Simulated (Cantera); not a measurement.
What does this Cantera script print?

```python
import numpy as np
import cantera as ct

gas_names = """
    N O
""".split()
cond_names = """
    ZrO2(a) ZrO2(b) ZrO2(L) ZrN(s) ZrN(L)
""".split()


# ... load() reads the species with a 1 bar reference pressure and builds the phases ...
species = {s.name: s for s in load("nasa_gas.yaml", gas_names) + load("nasa_condensed.yaml", cond_names)}
# Each term lists the table entries of one substance; the one whose range holds T is used.
reactions = {
    'ZrO2 + N(g) = ZrN + 2 O(g)':
        [(-1, ['ZrO2(a)', 'ZrO2(b)', 'ZrO2(L)']), (-1, ['N']), (1, ['ZrN(s)', 'ZrN(L)']), (2, ['O'])],
}


def pick(names, T):
    return next(species[n] for n in names if species[n].thermo.min_temp <= T <= species[n].thermo.max_temp)


results = []
for label, terms in reactions.items():
    print(label)
    print("     T/K   dH/kJ  dS/(J/K)   dG/kJ   log10 K")
    for T in [500, 525, 550, 575, 600, 625, 650]:
        used = [(nu, pick(names, T)) for nu, names in terms]
        dH = sum(nu * s.thermo.h(T) for nu, s in used) / 1e6
        dS = sum(nu * s.thermo.s(T) for nu, s in used) / 1e3
        dG = dH - T * dS / 1e3
        logK = -dG * 1e6 / (ct.gas_constant * T * np.log(10))
        results.append((label, T, dH, dS, dG, logK, [s.name for _, s in used]))
        print(f"{T:8g} {dH:8.1f} {dS:8.1f} {dG:8.1f} {logK:8.2f}")
```

Result:

```
ZrO2 + N(g) = ZrN + 2 O(g)
     T/K   dH/kJ  dS/(J/K)   dG/kJ   log10 K
     500    758.6    159.2    678.9   -70.93
     525    758.6    159.3    675.0   -67.15
     550    758.6    159.3    671.0   -63.72
     575    758.6    159.3    667.0   -60.59
     600    758.6    159.3    663.0   -57.72
     625    758.6    159.3    659.0   -55.08
     650    758.6    159.3    655.1   -52.64
```

Cantera with NASA thermochemical tables; ideal gases at 1 bar, condensed phases pure. ZrN: taken at fixed stoichiometry. Condensed species are held in their standard states even where they would react or evaporate.
